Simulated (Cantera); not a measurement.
What does this Cantera script print?

```python
import numpy as np
import cantera as ct

gas_names = """
    H H2 Hg
""".split()
cond_names = """
    Hg(cr) Hg(L)
""".split()


# ... load() reads the species with a 1 bar reference pressure and builds the phases ...
atoms = {
    'Hg': {'Hg': 1},
    'H2': {'H': 2},
}
top_T = {}  # K; cautious upper limits of use, not melting points


# ... equilibrate(T, P, feed) seeds the gas with the atoms and calls Mixture.equilibrate('TP', solver="vcs", rtol=1e-11, max_steps=5000) ...
results = []
T = 523  # K
P = 13332.2  # Pa
for m in [0.1, 0.13, 0.17, 0.22, 0.28, 0.36, 0.47, 0.61, 0.78, 1, 1.3, 1.7, 2.2]:
    feed = {'Hg': 1, 'H2': m}  # mol
    mix = equilibrate(T, P, feed)
    results.append((T, P, feed, dict(zip(mix.species_names, mix.species_moles))))

top = {s: max(r[3][s] / sum(r[3][g] for g in gas_names) for r in results) for s in gas_names}
cols = sorted((s for s in top if top[s] > 0.001), key=lambda s: -top[s])[:8]
seen = [c for c in cond_names if any(r[3].get(c, 0) > 1e-12 for r in results)]
print("log10 of partial pressures in bar; condensed amounts in mol")
print(f"{'n(H2)':>10s}" + "".join(f"{s[:9]:>10s}" for s in cols + seen))
for T, P, feed, n in results:
    ng = sum(n[g] for g in gas_names)
    print(f"{feed['H2']:10.4g}" + "".join(f"{np.log10(max(n[s] / ng * P / 1e5, 1e-99)):10.3f}" for s in cols)
          + "".join(f"{n.get(c, 0):10.4g}" for c in seen))
```

It prints:

```
log10 of partial pressures in bar; condensed amounts in mol
     n(H2)        Hg        H2     Hg(L)
       0.1    -1.009    -1.451    0.7233
      0.13    -1.009    -1.451    0.6403
      0.17    -1.009    -1.451    0.5296
      0.22    -1.009    -1.451    0.3912
      0.28    -1.009    -1.451    0.2252
      0.36    -1.009    -1.451  0.003862
      0.47    -1.042    -1.370         0
      0.61    -1.082    -1.297         0
      0.78    -1.126    -1.233         0
         1    -1.176    -1.176         0
       1.3    -1.237    -1.123         0
       1.7    -1.306    -1.076         0
       2.2    -1.380    -1.038         0
```

Equilibrium computed with Cantera from the NASA thermochemical tables; the gas is ideal and each condensed phase is pure.
